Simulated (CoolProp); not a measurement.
Model: reference Helmholtz-energy equation of state, Lemmon 2006, in CoolProp. It is a short technical equation, of lower accuracy than the large ones.

Task: For nitrous oxide, give the phase and the cp (kJ/(kg K)), isothermal compressibility (1/MPa) at 269.6 K and 2.38 MPa.

Result: 
- 269.6 K and 2.38 MPa: gas; cp 1.33, isothermal compressibility 0.566
